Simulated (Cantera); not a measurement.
Input (Python, Cantera):

```python
import numpy as np
import cantera as ct

gas = ct.Solution("gri30.yaml", transport_model="multicomponent")
show = ['CO2', 'C2H2', 'H2']

rows = []
print(f"{'T/K':>7s}{'rho':>11s}{'cp':>10s}{'mu':>11s}{'lambda':>11s}{'Pr':>7s}" + "".join(f"{'D_' + s:>11s}" for s in show))
for T in [400, 600, 800, 1000, 1200, 1400, 1600]:
    gas.TPX = T, 110, {'O2': 0.24, 'H2O': 0.46}
    Pr = gas.cp_mass * gas.viscosity / gas.thermal_conductivity
    D = [gas.mix_diff_coeffs_mole[gas.species_index(s)] for s in show]
    rows.append([gas.density, gas.cp_mass, gas.viscosity, gas.thermal_conductivity, Pr, *D])
    print(f"{T:7g}{gas.density:11.4e}{gas.cp_mass:10.1f}{gas.viscosity:11.4e}"
          f"{gas.thermal_conductivity:11.4e}{Pr:7.3f}" + "".join(f"{d:11.4e}" for d in D))
print("SI units: kg/m3, J/kg/K, Pa s, W/m/K, m2/s")
```

Result:

```
    T/K        rho        cp         mu     lambda     Pr      D_CO2     D_C2H2       D_H2
    400 7.5441e-04    1440.0 1.8047e-05 3.7480e-02  0.693 2.5619e-02 2.7092e-02 1.2928e-01
    600 5.0294e-04    1528.7 2.6201e-05 5.8932e-02  0.680 5.5044e-02 5.7582e-02 2.6176e-01
    800 3.7721e-04    1623.2 3.3854e-05 8.1312e-02  0.676 9.2926e-02 9.6521e-02 4.2741e-01
   1000 3.0176e-04    1714.1 4.1045e-05 1.0421e-01  0.675 1.3815e-01 1.4283e-01 6.2271e-01
   1200 2.5147e-04    1800.0 4.7829e-05 1.2748e-01  0.675 1.9000e-01 1.9579e-01 8.4530e-01
   1400 2.1555e-04    1877.0 5.4255e-05 1.5066e-01  0.676 2.4795e-01 2.5492e-01 1.0934e+00
   1600 1.8860e-04    1945.5 6.0363e-05 1.7357e-01  0.677 3.1161e-01 3.1983e-01 1.3657e+00
SI units: kg/m3, J/kg/K, Pa s, W/m/K, m2/s
```

Model: GRI-Mech 3.0 (53 species, 325 reactions), integrated in Cantera. Polar gases are described roughly by these parameters.
